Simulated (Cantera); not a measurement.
Mixture: CH₄ : O₂ : N₂ = 1 : 2.33 : 8.74 (molar parts), at 2030 Torr, adiabatic and at constant volume. Ignition delay is the time to a rise of 400 K.

Detailed kinetics in Cantera: GRI-Mech 3.0 (53 species, 325 reactions).

Problem. What does this change do: pressure from 2030 Torr to 4880 Torr?

Solution. 
```json
[
 {"quantity": "delay at 1250 K", "before": "8.45 ms", "after": "3.59 ms"},
 {"quantity": "delay at 1450 K", "before": "0.810 ms", "after": "0.390 ms"},
 {"quantity": "delay at 1650 K", "before": "0.126 ms", "after": "62.4 µs"},
 {"quantity": "delay at 1850 K", "before": "31.5 µs", "after": "14.9 µs"},
 {"quantity": "delay at 2050 K", "before": "11.0 µs", "after": "4.98 µs"},
 {"quantity": "apparent activation energy between 1950 and 2150 K", "before": "160 kJ/mol", "after": "170 kJ/mol"}
]
```

Problem. What does this change do: N2 8.74 to 15 parts?

Solution. 
```json
[
 {"quantity": "delay at 1250 K", "before": "8.45 ms", "after": "14.4 ms"},
 {"quantity": "delay at 1450 K", "before": "0.810 ms", "after": "1.34 ms"},
 {"quantity": "delay at 1650 K", "before": "0.126 ms", "after": "0.193 ms"},
 {"quantity": "delay at 1850 K", "before": "31.5 µs", "after": "45.3 µs"},
 {"quantity": "delay at 2050 K", "before": "11.0 µs", "after": "15.5 µs"},
 {"quantity": "apparent activation energy between 1950 and 2150 K", "before": "160 kJ/mol", "after": "160 kJ/mol"}
]
```

Problem. What does this change do: constant pressure in place of constant volume?

Solution. 
```
quantity                                                before       after
--------------------------------------------------  ----------  ----------
delay at 1250 K                                        8.45 ms     8.87 ms
delay at 1450 K                                       0.810 ms    0.859 ms
delay at 1650 K                                       0.126 ms    0.134 ms
delay at 1850 K                                        31.5 µs     33.7 µs
delay at 2050 K                                        11.0 µs     11.9 µs
apparent activation energy between 1950 and 2150 K  160 kJ/mol  160 kJ/mol
```
